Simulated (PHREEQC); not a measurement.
Solution (45 °C): 1.1e-06 mol/kgw H4SiO4 and 0.053 mol/kgw Na2CO3. Closed to the air; pH follows from the charge balance.

The numbers come from PHREEQC with the ion-association model, phreeqc.dat.

| Item | Value |
|---|---|
| pH | 10.74 |
| ionic strength | 0.0977 mol/kgw |
| specific conductance | 9510 µS/cm |
| density | 0.996 g/cm³ |
| total alkalinity | 106 meq/kg |

```
species  molality  activity   log γ
-------  --------  --------  ------
Na+        0.0768    0.0599  -0.108
NaCO3-     0.0291    0.0226  -0.111
CO3-2      0.0209   0.00788  -0.424
OH-       0.00293   0.00222  -0.121
HCO3-     0.00287   0.00225  -0.106
NaHCO3    6.65e-5   6.80e-5   0.010
H3SiO4-   1.02e-6   7.83e-7  -0.117
CO2       7.78e-8   7.96e-8   0.010
H4SiO4    5.10e-8   5.22e-8   0.010
```

No solid was allowed to form. Constants without temperature data keep their 25 °C values here.
